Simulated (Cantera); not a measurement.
A Cantera script and what it prints.

```python
import numpy as np
import cantera as ct

gas_names = [...]  # 95 gases of nasa_gas.yaml made of C, F, H
cond_names = """
    C(gr) C6H6(L) C7H8(L) C8H18(L),n-octa
""".split()


# ... load() reads the species with a 1 bar reference pressure and builds the phases ...
atoms = {
    'CHF3': {'C': 1, 'H': 1, 'F': 3},
    'H2': {'H': 2},
}
top_T = {'C(gr)': 4500}  # K; cautious upper limits of use, not melting points


# ... equilibrate(T, P, feed) seeds the gas with the atoms and calls Mixture.equilibrate('TP', solver="vcs", rtol=1e-11, max_steps=5000) ...
results = []
feed = {'CHF3': 1, 'H2': 5}  # mol
P = 76  # Pa
for T in [1125, 1325, 1525, 1725, 1925, 2125, 2325, 2525]:
    mix = equilibrate(T, P, feed)
    results.append((T, P, feed, dict(zip(mix.species_names, mix.species_moles))))
    x = sorted(zip(gas.X, gas.species_names), reverse=True)
    print(f"T = {T:g} K  P = {P:g} Pa  gas = {mix.phase_moles(0):.4g} mol")
    print("   x: " + "  ".join(f"{s} {v:.3e}" for v, s in x if v > 0.001))
    print("   condensed (mol): " + ("  ".join(f"{mix.phase(i).name} {mix.phase_moles(i):.4g}"
          for i in range(1, mix.n_phases) if mix.phase_moles(i) > 1e-12) or "none"))
```

It prints:

```
T = 1125 K  P = 76 Pa  gas = 7 mol
   x: H2 5.714e-01  HF 4.286e-01
   condensed (mol): C(gr) 0.9999
T = 1325 K  P = 76 Pa  gas = 7 mol
   x: H2 5.714e-01  HF 4.286e-01
   condensed (mol): C(gr) 1
T = 1525 K  P = 76 Pa  gas = 7.002 mol
   x: H2 5.709e-01  HF 4.284e-01
   condensed (mol): C(gr) 0.9999
T = 1725 K  P = 76 Pa  gas = 7.018 mol
   x: H2 5.674e-01  HF 4.275e-01  H 5.075e-03
   condensed (mol): C(gr) 0.9993
T = 1925 K  P = 76 Pa  gas = 7.091 mol
   x: H2 5.510e-01  HF 4.230e-01  H 2.574e-02
   condensed (mol): C(gr) 0.9964
T = 2125 K  P = 76 Pa  gas = 7.341 mol
   x: H2 4.976e-01  HF 4.086e-01  H 9.292e-02
   condensed (mol): C(gr) 0.9876
T = 2325 K  P = 76 Pa  gas = 7.98 mol
   x: H2 3.770e-01  HF 3.756e-01  H 2.450e-01  C2H2,acetylene 1.844e-03
   condensed (mol): C(gr) 0.9685
T = 2525 K  P = 76 Pa  gas = 9.127 mol
   x: H 4.613e-01  HF 3.270e-01  H2 2.058e-01  C2H2,acetylene 2.471e-03  F 1.634e-03
   condensed (mol): C(gr) 0.9153
```

These are equilibrium values from Cantera (NASA tables, ideal gas, pure condensed phases), not measurements of a reactor.
